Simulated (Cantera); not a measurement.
A Cantera script and what it prints.

```python
import numpy as np
import cantera as ct

gas_names = """
    Electron C C+ C- CH CH+ CH2 CH3 CH2OH CH3O CH4 CH3OH CO CO+ CO2 CO2+ COOH C2 C2+ C2- C2H CHCO,ketyl
    C2H2,acetylene C2H2,vinylidene CH2CO,ketene C2H3,vinyl CH3CO,acetyl C2H4 C2H4O,ethylen
    CH3CHO,ethanal CH3COOH (HCOOH)2 C2H5 C2H6 CH3OCH3 C2H5OH C2O C3 C3H3,propargyl C3H4,allene
    C3H4,propyne C3H4,cyclo- C3H5,allyl C3H6,propylene C3H6,cyclo- C3H6O C3H7,n-propyl C3H7,i-propyl
    C3H8 C3H8O,1propanol C3H8O,2propanol C3O2 C4 C4H2 C4H4,1,3-cyclo- C4H6,butadiene C4H6,2-butyne
    C4H6,cyclo- C4H8,1-butene C4H8,cis2-buten C4H8,tr2-butene C4H8,isobutene C4H8,cyclo- (CH3COOH)2
    C4H9,n-butyl C4H9,i-butyl C4H9,s-butyl C4H9,t-butyl C4H10,isobutane C4H10,n-butane C5 C5H6,1,3cyclo-
    C5H8,cyclo- C5H10,1-pentene C5H10,cyclo- C5H11,pentyl C5H11,t-pentyl C5H12,n-pentane C5H12,i-pentane
    CH3C(CH3)2CH3 C6H2 C6H5,phenyl C6H5O,phenoxy C6H6 C6H5OH,phenol C6H10,cyclo- C6H12,1-hexene
    C6H12,cyclo- C6H13,n-hexyl C7H7,benzyl C7H8 C7H8O,cresol C7H14,1-heptene C7H15,n-heptyl
    C7H16,n-heptane C8H8,styrene C8H10,ethylbenz C8H16,1-octene C8H17,n-octyl C8H18,isooctane
    C8H18,n-octane C9H19,n-nonyl C10H8,naphthale C10H21,n-decyl C12H9,o-bipheny C12H10,bipheny H H+ H-
    HCO HCO+ HO2 H2 H2+ H2- HCHO,formaldehy HCOOH H2O H2O+ H2O2 H3O+ O O+ O- OH OH+ OH- O2 O2+ O2- O3
""".split()
cond_names = """
    C(gr) C6H6(L) C7H8(L) C8H18(L),n-octa H2O(s) H2O(L)
""".split()


def load(file, names, dense=False):
    # The tables refer to 1 bar. Condensed volumes are neglected.
    table = {s.name: s for s in ct.Species.list_from_file(file)}
    out = []
    for n in names:
        d = dict(table[n].input_data)
        d["thermo"] = dict(d["thermo"], **{"reference-pressure": 1e5})
        if dense:
            d["equation-of-state"] = {"model": "constant-volume", "density": "1e6 g/cm^3"}
        out.append(ct.Species.from_dict(d))
    return out


gas = ct.Solution(thermo="ideal-gas", species=load("nasa_gas.yaml", gas_names))
cond = {s.name: ct.Solution(thermo="fixed-stoichiometry", species=[s], name=s.name)
        for s in load("nasa_condensed.yaml", cond_names, dense=True)}
atoms = {
    'CH4': {'C': 1, 'H': 4},
    'CO2': {'C': 1, 'O': 2},
    'H2O': {'H': 2, 'O': 1},
}
top_T = {'C(gr)': 4500}  # K; cautious upper limits of use, not melting points


def equilibrate(T, P, feed):
    n = {}
    for name, mol in feed.items():
        for a, k in atoms[name].items():
            n[a] = n.get(a, 0.0) + k * mol
    gas.TPX = T, P, n
    mass = sum(n.values()) * gas.mean_molecular_weight
    gas.equilibrate("TP")
    valid = [c for c in cond.values() if c.min_temp <= T <= top_T.get(c.name, c.max_temp)]
    mix = ct.Mixture([(gas, mass / gas.mean_molecular_weight)] + [(c, 0.0) for c in valid])
    mix.T, mix.P = T, P
    mix.equilibrate("TP", solver="vcs", rtol=1e-11, max_steps=5000)
    return mix


results = []
feed = {'CH4': 1, 'CO2': 0.091, 'H2O': 0.023}  # mol
P = 5700  # Pa
for T in [2500, 2750, 3000, 3250, 3500, 3750, 4000, 4250, 4500, 4750, 5000]:
    mix = equilibrate(T, P, feed)
    results.append((T, P, feed, dict(zip(mix.species_names, mix.species_moles))))

top = {s: max(r[3][s] / sum(r[3][g] for g in gas_names) for r in results) for s in gas_names}
cols = sorted((s for s in top if top[s] > 1e-05), key=lambda s: -top[s])[:7]
seen = [c for c in cond_names if any(r[3].get(c, 0) > 1e-12 for r in results)]
print("log10 of partial pressures in bar; condensed amounts in mol")
print(f"{'T/K':>10s}" + "".join(f"{s[:9]:>10s}" for s in cols + seen))
for T, P, feed, n in results:
    ng = sum(n[g] for g in gas_names)
    print(f"{T:10.4g}" + "".join(f"{np.log10(max(n[s] / ng * P / 1e5, 1e-99)):10.3f}" for s in cols)
          + "".join(f"{n.get(c, 0):10.4g}" for c in seen))
```

Result:

```
log10 of partial pressures in bar; condensed amounts in mol
       T/K        H2         H         C        CO        C3 C2H2,acet        C2     C(gr)
      2500    -1.336    -2.268    -6.779    -2.301    -6.304    -3.302    -7.339    0.8442
      2750    -1.421    -1.876    -5.423    -2.335    -4.773    -2.972    -5.787    0.7825
      3000    -1.594    -1.599    -4.295    -2.394    -3.506    -2.800    -4.499    0.6332
      3250    -1.907    -1.447    -3.385    -2.490    -2.570    -2.909    -3.499         0
      3500    -2.267    -1.362    -2.881    -2.553    -2.594    -3.642    -3.192         0
      3750    -2.676    -1.337    -2.491    -2.591    -2.761    -4.469    -3.022         0
      4000    -3.081    -1.338    -2.222    -2.617    -3.123    -5.383    -3.018         0
      4250    -3.450    -1.344    -2.085    -2.633    -3.742    -6.398    -3.214         0
      4500    -3.772    -1.347    -2.035    -2.639    -4.511    -7.440    -3.533         0
      4750    -4.057    -1.348    -2.019    -2.642    -5.282    -8.423    -3.875         0
      5000    -4.313    -1.348    -2.012    -2.647    -6.001    -9.324    -4.200         0
```

Method: chemical equilibrium by Gibbs-energy minimisation in Cantera with the NASA 1993 tables (ideal gas, pure condensed phases).
